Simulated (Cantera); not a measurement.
Cantera run, input and output.

```python
import numpy as np
import cantera as ct

gas = ct.Solution("h2o2.yaml")
gas.TPX = 1398, 90000, {'H2': 0.96, 'O2': 1, 'N2': 7.2}
reactor = ct.IdealGasConstPressureReactor(gas, energy="off", clone=False)
net = ct.ReactorNet([reactor])
net.rtol, net.atol = 1e-08, 1e-18
show = ['H2', 'O2', 'O', 'OH', 'H', 'HO2', 'H2O2']
times = np.geomspace(0.0009, 8, 9)

steps = ct.SolutionArray(gas, extra=["t"])
rows = []
print(f"{'t/s':>10s}{'T/K':>9s}{'P/Pa':>11s}" + "".join(f"{s:>11s}" for s in show))
for t in times:
    while net.time < t:
        t_next = net.step()
        steps.append(gas.state, t=t_next)
    rows.append([np.interp(t, steps.t, y) for y in (steps.T, steps.P, *steps(*show).X.T)])
    print(f"{t:10.3e}{rows[-1][0]:9.1f}{rows[-1][1]:11.4g}" + "".join(f"{x:11.3e}" for x in rows[-1][2:]))
rate = np.gradient(steps.T, steps.t)
print("integrator steps:", len(steps.t))
if steps.T.max() > steps.T[0] + 200:
    print(f"time of steepest temperature rise: {steps.t[rate.argmax()]:.4e} s")
gas.TPX = 1398, 90000, {'H2': 0.96, 'O2': 1, 'N2': 7.2}
gas.equilibrate("TP")
print(f"equilibrium (TP): T = {gas.T:.1f} K  " + "  ".join(f"{s} {gas[s].X[0]:.3e}" for s in show))
```

It prints:

```
       t/s      T/K       P/Pa         H2         O2          O         OH          H        HO2       H2O2
 9.000e-04   1398.0      9e+04  5.690e-05  5.981e-02  5.177e-05  3.501e-04  7.063e-06  2.627e-06  2.445e-07
 2.804e-03   1398.0      9e+04  7.468e-06  5.987e-02  7.758e-06  1.368e-04  3.995e-07  4.464e-07  5.982e-08
 8.739e-03   1398.0      9e+04  1.547e-06  5.989e-02  1.761e-06  6.516e-05  4.262e-08  1.087e-07  1.701e-08
 2.723e-02   1398.0      9e+04  4.549e-07  5.990e-02  5.341e-07  3.583e-05  7.226e-09  4.540e-08  5.822e-09
 8.485e-02   1398.0      9e+04  2.298e-07  5.990e-02  2.631e-07  2.511e-05  2.634e-09  3.602e-08  3.090e-09
 2.644e-01   1398.0      9e+04  2.101e-07  5.990e-02  2.382e-07  2.389e-05  2.302e-09  3.554e-08  2.834e-09
 8.239e-01   1398.0      9e+04  2.101e-07  5.990e-02  2.382e-07  2.388e-05  2.302e-09  3.554e-08  2.833e-09
 2.567e+00   1398.0      9e+04  2.101e-07  5.990e-02  2.382e-07  2.388e-05  2.302e-09  3.554e-08  2.833e-09
 8.000e+00   1398.0      9e+04  2.101e-07  5.990e-02  2.382e-07  2.388e-05  2.302e-09  3.554e-08  2.833e-09
integrator steps: 1581
equilibrium (TP): T = 1398.0 K  H2 2.101e-07  O2 5.990e-02  O 2.382e-07  OH 2.388e-05  H 2.302e-09  HO2 3.554e-08  H2O2 2.833e-09
```

Model: the H2/O2 subset of GRI-Mech 3.0, which has no nitrogen chemistry, integrated in Cantera. The temperature is held fixed by assumption; the heat of reaction is taken as removed at once.
